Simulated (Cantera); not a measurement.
Moist CO burnout

An isothermal, constant-pressure homogeneous reactor starts with CO : O2 : H2O : N2 = 0.00041 : 0.005 : 0.005 : 1 (molar parts), equivalence ratio 0.041, at 1400 K and 3750 Torr.

Computed with Cantera and GRI-Mech 3.0 (53 species, 325 reactions).

| t (s) | x CO | x O2 | x H2O | x H | x O |
|---|---|---|---|---|---|
| 8.00e-6 | 0.000406 | 0.00495 | 0.00495 | 1.02e-12 | 5.69e-11 |
| 2.36e-5 | 0.000406 | 0.00495 | 0.00495 | 5.83e-12 | 1.56e-10 |
| 6.94e-5 | 0.000406 | 0.00495 | 0.00495 | 2.97e-11 | 4.06e-10 |
| 0.000204 | 0.000406 | 0.00495 | 0.00495 | 1.67e-10 | 1.23e-9 |
| 0.000601 | 0.000406 | 0.00495 | 0.00495 | 2.05e-9 | 1.13e-8 |
| 0.00177 | 0.000391 | 0.00494 | 0.00494 | 4.96e-7 | 2.77e-6 |
| 0.00521 | 0.000119 | 0.00480 | 0.00493 | 7.27e-7 | 5.24e-6 |
| 0.0153 | 1.55e-5 | 0.00475 | 0.00494 | 5.74e-8 | 9.53e-7 |
| 0.0452 | 1.11e-6 | 0.00475 | 0.00495 | 3.77e-9 | 1.69e-7 |
| 0.133 | 3.33e-8 | 0.00475 | 0.00495 | 4.84e-10 | 4.50e-8 |
| 0.392 | 2.66e-9 | 0.00475 | 0.00495 | 2.67e-10 | 2.95e-8 |
| 1.15 | 2.60e-9 | 0.00475 | 0.00495 | 2.65e-10 | 2.93e-8 |
| 3.40 | 2.60e-9 | 0.00475 | 0.00495 | 2.65e-10 | 2.93e-8 |
| 10.0 | 2.60e-9 | 0.00475 | 0.00495 | 2.65e-10 | 2.93e-8 |
x: mole fraction; the columns are a selection and need not sum to one.

Equilibrium at this temperature and pressure: CO 2.62e-9, O2 0.00468, H2O 0.00495, H 2.66e-10, O 2.92e-8 (gas phase only).
